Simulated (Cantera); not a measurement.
Input (Python, Cantera):

```python
import numpy as np
import cantera as ct

gas = ct.Solution("gri30.yaml")
gas.TPX = 498, 100000, {'CH4': 1, 'O2': 3.64, 'N2': 13.7}
inlet = ct.Reservoir(gas, clone=True)
gas.equilibrate("HP")  # start burning
reactor = ct.IdealGasConstPressureReactor(gas, energy="on", clone=False)
exhaust = ct.Reservoir(gas, clone=True)
tau = [0.056, 0.021, 0.0078, 0.0029, 0.0011, 0.00041, 0.00015, 5.7e-05, 2.1e-05][0]
for a, b in ((inlet, reactor), (reactor, exhaust)):
    ct.MassFlowController(a, b, mdot=lambda t: reactor.mass / tau)
net = ct.ReactorNet([reactor])
show = ['CH4', 'O2', 'HO2', 'CH2CO', 'CH3', 'OH', 'CH2']

rows = []
print(f"{'tau/s':>10s}{'T/K':>9s}" + "".join(f"{s:>11s}" for s in show))
for tau in [0.056, 0.021, 0.0078, 0.0029, 0.0011, 0.00041, 0.00015, 5.7e-05, 2.1e-05]:
    net.initial_time = 0.0
    net.advance(30 * tau)
    before = gas.X
    net.advance(40 * tau)
    drift = np.max(np.abs(gas.X - before) / (gas.X + 1e-9))
    rows.append([gas.T, *gas[show].X, drift])
    print(f"{tau:10.3e}{gas.T:9.1f}" + "".join(f"{x:11.3e}" for x in gas[show].X))
```

Result:

```
     tau/s      T/K        CH4         O2        HO2      CH2CO        CH3         OH        CH2
 5.600e-02   1721.5  1.789e-05  8.930e-02  2.313e-06  2.074e-09  3.509e-06  1.158e-03  5.704e-08
 2.100e-02   1714.4  3.335e-05  8.938e-02  4.129e-06  4.898e-09  6.077e-06  1.547e-03  1.286e-07
 7.800e-03   1701.9  6.296e-05  8.962e-02  7.388e-06  1.113e-08  1.040e-05  2.038e-03  2.778e-07
 2.900e-03   1680.0  1.221e-04  9.022e-02  1.294e-05  2.546e-08  1.790e-05  2.587e-03  5.673e-07
 1.100e-03   1642.7  2.506e-04  9.163e-02  2.199e-05  6.389e-08  3.190e-05  3.050e-03  1.090e-06
 4.100e-04   1575.1  6.360e-04  9.536e-02  3.933e-05  2.345e-07  6.688e-05  3.099e-03  2.142e-06
 1.500e-04    498.0  5.453e-02  1.985e-01 -1.219e-18 -2.492e-19 -2.416e-19 -2.831e-26 -2.009e-33
 5.700e-05    498.0  5.453e-02  1.985e-01 -6.271e-22 -1.712e-22  4.425e-23  1.785e-30  8.119e-36
 2.100e-05    498.0  5.453e-02  1.985e-01  3.300e-23 -1.082e-23  7.541e-23  6.099e-30  4.025e-36
```

Detailed kinetics in Cantera: GRI-Mech 3.0 (53 species, 325 reactions).
